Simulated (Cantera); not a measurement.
Feed: 1 mol TiN, 2.1 mol H₂O, equilibrated at 2048.15 K and 0.00640 bar.

Cantera equilibrium calculation (NASA polynomials, part measured and part estimated; ideal gas, pure solids and liquids). Candidate condensed phases: H₂O, Ti, TiN, TiO, TiO₂, Ti₂O₃, Ti₃O₅, Ti₄O₇; 27 gas species. Condensed phases not in the tables: Magnéli phases beyond Ti₄O₇. Equilibrium is a limit: real reactors are often held back by kinetics, nucleation or transport.

Base state: H₂ 0.654, N₂ 0.190, H₂O 0.133, H 0.0227, OH 0.000500, TiO₂ 5.94e-5, O 1.25e-5 (mole fractions); condensed: Ti₄O₇(l).

Q: What changes in the equilibrium state with this change: TiN replaced by AlN?

A: 
```json
[
 {"species": "H₂", "before": "0.654", "after": "0.561"},
 {"species": "H₂O", "before": "0.133", "after": "0.227"},
 {"species": "N₂", "before": "0.190", "after": "0.190"},
 {"species": "H", "before": "0.0227", "after": "0.0210"},
 {"species": "TiO₂", "before": "5.94e-5", "after": "0"},
 {"species": "NO", "before": "9.74e-6", "after": "1.95e-5"},
 {"species": "O", "before": "1.25e-5", "after": "2.50e-5"},
 {"species": "OH", "before": "0.000500", "after": "0.000926"},
 {"species": "Ti₄O₇(l), mol", "before": "0.250", "after": "0"},
 {"species": "Al₂O₃(s), mol", "before": "0", "after": "0.500"}
]
```
Further candidate phases: Al, AlN, Al₂O₃.

Q: What changes in the equilibrium state with this change: pressure from 0.00640 bar to 0.100 bar?

A: 
```tsv
species	before	after
H₂	0.654	0.668
N₂	0.190	0.192
H₂O	0.133	0.134
H	0.0227	0.00579
TiO₂	5.94e-5	3.79e-6
O	1.25e-5	7.93e-7
OH	0.000500	0.000127
Ti₄O₇(l), mol	0.250	0.250
```
